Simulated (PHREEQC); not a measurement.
0.11 g of hydrous ferric oxide (600 m²/g; 0.2 weak and 0.005 strong sites per Fe, Dzombak-Morel constants, diffuse double layer) in 1 kg of water with 0.001 mol/kgw of an inert sodium salt, at 25 °C; the pH is set by adding NaOH or the inert anion's acid. O2 is buffered at 0.21 atm. CO2 from the air is kept out. Nothing may precipitate in this run.

Base run: PHREEQC, ion-association model, wateq4f.dat. Each further column changes one thing. The table gives surface charge σ (C/m²).

```
pH     base  background salt from 0.001 to 0.0001 mol/kgw  oxide from 0.11 to 0.55 g/kgw  0.00076 mol/kgw SrCl2 added
---  ------  --------------------------------------------  -----------------------------  ---------------------------
3     0.254                                         0.225                          0.261                        0.289
4.5   0.078                                         0.036                          0.081                        0.115
5.5   0.031                                         0.011                          0.032                        0.051
7     0.006                                         0.002                          0.006                        0.011
8.5  -0.002                                        -0.001                         -0.002                       -0.001
9.5  -0.009                                        -0.003                         -0.009                       -0.003
11   -0.054                                        -0.043                         -0.055                       -0.004
```

The oxide is taken as insoluble; below pH 4 it would dissolve.
